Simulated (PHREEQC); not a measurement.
Consider water at 25 °C with 0.02 mol KH2PO4 and 0.00014 mol H2SO4 per kg of water. Closed to the air; pH follows from the charge balance.

Model: ion-association model, phreeqc.dat, run in PHREEQC.

| quantity | before | after |
|---|---|---|
| pH | 4.08 | 5.29 |
| H3PO4 (mol/kgw) | 0.000209 | 1.46e-7 |
| SO4-2 (mol/kgw) | 0.000129 | 1.40e-6 |
| HPO4-2 (mol/kgw) | 2.24e-5 | 2.53e-6 |
| KSO4- (mol/kgw) | 1.04e-5 | 1.84e-9 |

Question: Name the change that produced these shifts.
A. KH2PO4 from 0.02 to 0.002 mol/kgw
B. diluted 100-fold with water
C. temperature from 25 to 35 °C
D. KH2PO4 from 0.02 to 0.022 mol/kgw
E. H2SO4 from 0.00014 to 1.4e-05 mol/kgw

Answer: B, diluted 100-fold with water

Precipitation was switched off in this run.
